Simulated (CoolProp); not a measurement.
The fluid at 298.15 K and 0.263 MPa is compressed adiabatically to 0.745 MPa with isentropic efficiency 0.7. The same conditions are run with several fluids, on thermodynamics alone (safety and materials aside).

Computed with CoolProp (reference Helmholtz-energy equation of state of each fluid (R124: de Vries 1995; C3F8 (R218): Lemmon 2006; R143a: Lemmon and Jacobsen 2000; propylene: Lemmon 2013; dry air: Lemmon 2000)). Blends and air are pseudo-pure fits.

Question: Rank R124, C3F8 (R218), R143a, propylene, dry air by work (kJ/kg), highest first.

Answer: dry air (148), propylene (88.9), R143a (43.6), R124 (25.4), C3F8 (R218) (18.4)

```tsv
fluid	final temperature (K)	final density (kg/m³)
R124	338.8	41.8
C3F8 (R218)	325.7	59.3
R143a	347.2	23.5
propylene	356.6	11.3
dry air	444.9	5.82
```
